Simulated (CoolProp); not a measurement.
A closed Brayton cycle with dry air: compressor inlet 329.15 K and 5.1 MPa, high pressure 16.3 MPa, turbine inlet 675 K, compressor efficiency 0.89, turbine efficiency 0.93, recuperator effectiveness 0.9 (on enthalpy, no pinch check). Each further row changes one setting.

Computed with CoolProp (reference Helmholtz-energy equation of state, Lemmon 2000). It is a pseudo-pure fit of the blend.

| case | thermal efficiency (%) | net work (kJ/kg) | compressor to turbine work | compressor exit (K) | turbine exit (K) |
|---|---|---|---|---|---|
| as stated | 18.3 | 35.2 | 0.81 | 476.0 | 502.5 |
| turbine inlet 625 K | 12.9 | 21.1 | 0.88 | 476.0 | 463.7 |
| compressor inlet 339.15 K | 16.0 | 30.4 | 0.84 | 490.1 | 502.5 |
| high pressure 13.9 MPa | 21.1 | 37.0 | 0.77 | 453.0 | 523.4 |
| recuperator effectiveness 0.5 | 17.3 | 35.2 | 0.81 | 476.0 | 502.5 |
